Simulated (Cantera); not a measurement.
An isothermal, constant-pressure homogeneous reactor starts with 0.422 % H2, 30.2 % O2, 69.4 % N2, equivalence ratio 0.0070, at 1450 K and 0.0180 bar.

Computed with Cantera and the H2/O2 subset of GRI-Mech 3.0, which has no nitrogen chemistry. Radical loss at walls, strong at low pressure, is not modelled.

x: mole fraction; the columns are a selection and need not sum to one.

```json
[
 {"t (s)": "9.00e-5", "x H2": "0.00422", "x O2": "0.302", "x H2O": "3.56e-10", "x H": "3.16e-9", "x O": "4.27e-9"},
 {"t (s)": "0.000210", "x H2": "0.00422", "x O2": "0.302", "x H2O": "?", "x H": "?", "x O": "?"},
 {"t (s)": "0.000490", "x H2": "0.00422", "x O2": "0.302", "x H2O": "2.37e-8", "x H": "9.35e-9", "x O": "5.29e-8"},
 {"t (s)": "0.00114", "x H2": "0.00422", "x O2": "0.302", "x H2O": "2.34e-7", "x H": "3.71e-8", "x O": "2.88e-7"},
 {"t (s)": "0.00266", "x H2": "0.00421", "x O2": "0.302", "x H2O": "6.61e-6", "x H": "7.20e-7", "x O": "6.09e-6"},
 {"t (s)": "0.00621", "x H2": "0.00159", "x O2": "0.299", "x H2O": "0.00202", "x H": "0.000186", "x O": "0.00183"},
 {"t (s)": "0.0145", "x H2": "2.24e-5", "x O2": "0.298", "x H2O": "0.00382", "x H": "0.000146", "x O": "0.00361"},
 {"t (s)": "0.0338", "x H2": "2.14e-5", "x O2": "0.298", "x H2O": "0.00383", "x H": "0.000140", "x O": "0.00351"},
 {"t (s)": "0.0788", "x H2": "2.01e-5", "x O2": "0.298", "x H2O": "0.00385", "x H": "0.000127", "x O": "0.00329"},
 {"t (s)": "0.184", "x H2": "1.75e-5", "x O2": "0.298", "x H2O": "0.00389", "x H": "0.000102", "x O": "0.00284"},
 {"t (s)": "0.429", "x H2": "1.31e-5", "x O2": "0.299", "x H2O": "0.00395", "x H": "6.49e-5", "x O": "0.00209"},
 {"t (s)": "1.00", "x H2": "7.49e-6", "x O2": "0.299", "x H2O": "0.00403", "x H": "2.76e-5", "x O": "0.00117"}
]
```

Question: Complete the blanks.

Answer: 
- 0.000210, x H2O: 3.00e-9
- 0.000210, x H: 4.71e-9
- 0.000210, x O: 1.48e-8
